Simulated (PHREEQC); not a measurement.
Dissolve 0.019 mol/kgw NH3 and 0.0033 mol/kgw K2SiO3 at 25 °C. Closed to the air; pH follows from the charge balance.

Model: ion-association model, phreeqc.dat, run in PHREEQC.

Task: The ionic strength comes out as 0.00680 mol/kgw. What activity coefficients do K+, OH-, H3SiO4-, NH4+, H2SiO4-2 get?

Result: K+ 0.92, OH- 0.92, H3SiO4- 0.92, NH4+ 0.91, H2SiO4-2 0.71.

Precipitation was switched off in this run. Complexes and solids missing from the database can't appear.
